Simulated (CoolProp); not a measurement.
A single-stage vapour-compression cycle with R1224YDZ: evaporating at 263.15 K (dew point), condensing at 332.15 K (bubble point), superheat 0 K, subcooling 0 K, compressor efficiency 0.8, no pressure losses. Each further row changes one setting.

The numbers come from the reference Helmholtz-energy equation of state, Akasaka 2023 in CoolProp.

```tsv
case	cooling COP	pressure ratio	discharge temperature (K)	refrigerating effect (kJ/kg)	volumetric capacity (kJ/m³)
as stated	2.11	12.3	335.6	101	246
evaporating temperature 268.15 K	2.40	?	334.4	105	316
condensing temperature 327.15 K	?	10.7	331.2	108	261
subcooling 5 K	2.24	12.3	335.6	108	261
superheat 10 K	2.17	12.3	?	?	?
compressor efficiency 0.7	?	12.3	343.0	101	246
```

Question: What belongs in the gaps?

Answer: 
- evaporating temperature 268.15 K, pressure ratio: 9.71
- condensing temperature 327.15 K, cooling COP: 2.38
- superheat 10 K, discharge temperature (K): 345.8
- superheat 10 K, refrigerating effect (kJ/kg): 109
- superheat 10 K, volumetric capacity (kJ/m³): 253
- compressor efficiency 0.7, cooling COP: 1.85
